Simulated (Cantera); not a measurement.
Input: 1 mol B2H6, 1 mol O2, 150 mol H2, at 1600 K and 75.0 Torr.

Method: chemical equilibrium by Gibbs-energy minimisation in Cantera with the NASA 1993 tables (ideal gas, pure condensed phases). Candidate condensed phases: B, B2O3, B3O3H3, H2O; 23 gas species. The feed counts by its element totals alone. The tables' values for BH2 are old estimates; treat these amounts as uncertain. Kinetics and transport are ignored.

Base state: H2 0.988, HBO 0.0109, B2O2 0.000690, H 0.000171, HBO2 0.000118, B3O3H3 9.07e-5, B2O3 6.34e-5, BO 4.26e-5 (mole fractions); condensed: B(s).

Q: What changes in the equilibrium state with this change: temperature from 1600 K to 2373.15 K?

A: 
```tsv
species	before	after
H2	0.988	0.944
H	0.000171	0.0430
HBO	0.0109	0.00827
BO	4.26e-5	0.00399
B3O3H3	9.07e-5	<1e-9
B2O3	6.34e-5	3.56e-6
H2O	1.05e-5	7.34e-5
B2O2	0.000690	0.000124
B(s), mol	0.0251	0
```
